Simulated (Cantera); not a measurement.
Equilibrium for carbon deposition, reforming and gasification: acetone + NH3 + H2 + H2O

Input: 1 mol acetone, 0.022 mol NH3, 20 mol H2, 0.15 mol H2O, held at 7.43 Torr.

These are equilibrium values from Cantera (NASA tables, ideal gas, pure condensed phases), not measurements of a reactor. Candidate condensed phases: C, C6H6, C7H8, C8H18, H2O; 169 gas species. Ions and electrons are included (thermal ionisation). The feed counts by its element totals alone. The numbers say what is thermodynamically allowed, not how fast it happens.

| T (°C) | x H | x H2 | x CO | x C | x C2H2 (acetylene) | x C3 | x O | x C2H | n C(graphite) |
|---|---|---|---|---|---|---|---|---|---|
| 2227 | 0.216 | 0.733 | 0.0421 | 1.68e-5 | 0.00793 | 5.02e-5 | 8.82e-11 | 0.000168 | 1.38 |
| 2477 | 0.473 | 0.473 | 0.0359 | 0.000381 | 0.0133 | 0.00170 | 3.97e-10 | 0.00154 | 0.667 |
| 2727 | 0.735 | 0.214 | 0.0292 | 0.00321 | 0.00526 | 0.00780 | 2.08e-9 | 0.00310 | 0 |
| 2977 | 0.877 | 0.0739 | 0.0255 | 0.0118 | 0.000596 | 0.00627 | 1.45e-8 | 0.00169 | 0 |
| 3227 | 0.920 | 0.0240 | 0.0240 | 0.0262 | 3.94e-5 | 0.00197 | 1.12e-7 | 0.000475 | 0 |
| 3477 | 0.931 | 0.00855 | 0.0235 | 0.0346 | 1.55e-6 | 0.000210 | 1.03e-6 | 6.75e-5 | 0 |
| 3727 | 0.936 | 0.00341 | 0.0234 | 0.0367 | 6.25e-8 | 1.69e-5 | 8.81e-6 | 8.38e-6 | 0 |
| 3977 | 0.937 | 0.00151 | 0.0233 | 0.0372 | 3.41e-9 | 1.64e-6 | 6.07e-5 | 1.24e-6 | 0 |
| 4227 | 0.938 | 0.000728 | 0.0230 | 0.0377 | 2.56e-10 | 2.06e-7 | 0.000336 | 2.24e-7 | 0 |
| 4477 | 0.937 | 0.000378 | 0.0218 | 0.0388 | 2.61e-11 | 3.39e-8 | 0.00147 | 5.03e-8 | 0 |
| 4727 | 0.934 | 0.000209 | 0.0185 | 0.0418 | 3.69e-12 | 7.77e-9 | 0.00469 | 1.44e-8 | 0 |
x: gas mole fraction; n: condensed amount in mol.

From 2227 °C to 2477 °C the condensed part is C(graphite). From 2727 °C to 4727 °C nothing is condensed. The main C-bearing gas is CO at 2227 °C and C at 4727 °C.
